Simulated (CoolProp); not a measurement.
Vapour-liquid equilibrium of n-heptane (1) + n-dodecane (2) at 117.85 °C; x and y are mole fractions of (1).

Values from CoolProp's multi-fluid Helmholtz-energy mixture model, Span 2003 and Lemmon 2004; pair parameters Bell 2016.

| x | bubble pressure, mixture model (bar) | bubble pressure, Raoult's law (bar) | y, mixture model | y, Raoult's law |
|---|---|---|---|---|
| 0.05 | 0.1196 | 0.1295 | 0.640 | 0.670 |
| 0.125 | 0.2382 | 0.2564 | 0.831 | 0.847 |
| 0.2 | 0.3626 | 0.3833 | 0.898 | 0.906 |
| 0.275 | 0.4905 | 0.5101 | 0.931 | 0.936 |
| 0.35 | 0.6200 | 0.6370 | 0.950 | 0.954 |
| 0.425 | 0.7497 | 0.7639 | 0.963 | 0.966 |
| 0.5 | 0.8788 | 0.8908 | 0.972 | 0.975 |
| 0.575 | 1.007 | 1.018 | 0.979 | 0.981 |
| 0.65 | 1.134 | 1.145 | 0.984 | 0.986 |
| 0.725 | 1.260 | 1.271 | 0.989 | 0.990 |
| 0.8 | 1.387 | 1.398 | 0.992 | 0.994 |
| 0.875 | 1.515 | 1.525 | 0.995 | 0.996 |
| 0.95 | 1.646 | 1.652 | 0.998 | 0.999 |

The largest gap from Raoult's law is -7.6 % in bubble pressure, at x = 0.05. No azeotrope shows between x = 0.05 and 0.95.

Pair parameters are fitted to limited data, so mixtures are less certain than the pure fluids.
